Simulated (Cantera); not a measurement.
A freely propagating, adiabatic, planar premixed flame of H2 : O2 : N2 = 1 : 0.806 : 3.03 (molar parts), equivalence ratio 0.62, unburnt at 575 K and 4500 Torr; unity-Lewis-number transport, grid criteria slope 0.08 and curve 0.16, no radiation.

Computed with Cantera and the H2/O2 subset of GRI-Mech 3.0, which has no nitrogen chemistry. The hydrogen kinetics of GRI-Mech 3.0 are dated; newer H2 mechanisms differ, most at raised pressure. Unity Lewis numbers drop preferential diffusion, which matters most where H2 and H carry the flame. Burning velocities carry a grid error of a few per cent, more on coarse grids. Lean hydrogen flames are cellular in practice and burn faster than this planar one.

### Question
Predict: laminar burning velocity; thermal thickness; peak x(O); peak x(H2O2); peak x(HO2); peak x(H).

### Answer
```json
{
 "laminar_burning_velocity": "295 cm/s",
 "thermal_thickness": "0.0370 mm",
 "peak x(O)": "0.00743",
 "peak x(H2O2)": "6.42e-5",
 "peak x(HO2)": "0.000726",
 "peak x(H)": "0.0128"
}
```
